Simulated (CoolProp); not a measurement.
Vapour-liquid equilibrium of R125 (1) + propane (2) at 36.05 °C; x and y are mole fractions of (1).

Model: multi-fluid Helmholtz-energy mixture model, Lemmon 2005 and Lemmon 2009; pair parameters Bell 2016, in CoolProp.

```tsv
x	bubble pressure (kPa)	y at the bubble point	dew pressure at overall composition x (kPa)	liquid density (mol/L)
0.05	1428	0.136	1310	10.58
0.125	1635	0.267	1412	10.32
0.2	1787	0.353	1525	10.07
0.275	1898	0.416	1649	9.828
0.35	1980	0.467	1782	9.608
0.425	2041	0.513	1913	9.414
0.5	2084	0.557	2024	9.255
0.575	2110	0.602	2096	9.138
0.65	2119	0.650	2119	9.068
0.725	2109	0.702	2098	9.046
0.8	2075	0.763	2045	9.071
0.875	2012	0.835	1970	9.135
0.95	1914	0.925	1885	9.233
```

y crosses x between x = 0.575 and 0.65: the model has an azeotrope there.

The pair parameters rest on a limited set of measurements; away from them the model extrapolates.
